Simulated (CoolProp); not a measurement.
A closed Brayton cycle with carbon dioxide: compressor inlet 329.15 K and 9.5 MPa, high pressure 30.4 MPa, turbine inlet 620 K, compressor efficiency 0.85, turbine efficiency 0.93, recuperator effectiveness 0.8 (on enthalpy, no pinch check). Each further row changes one setting.

Model: reference Helmholtz-energy equation of state, Span 1996, in CoolProp.

```csv
case,thermal efficiency (%),net work (kJ/kg),compressor to turbine work,compressor exit (K),turbine exit (K)
as stated,22.4,48.2,0.55,420.7,497.5
turbine inlet 570 K,18.4,35.3,0.63,420.7,452.6
compressor inlet 339.15 K,19.9,39.8,0.63,440.7,497.5
high pressure 25.8 MPa,22.5,45.7,0.52,407.4,514.2
recuperator effectiveness 0.5,19.9,48.2,0.55,420.7,497.5
```
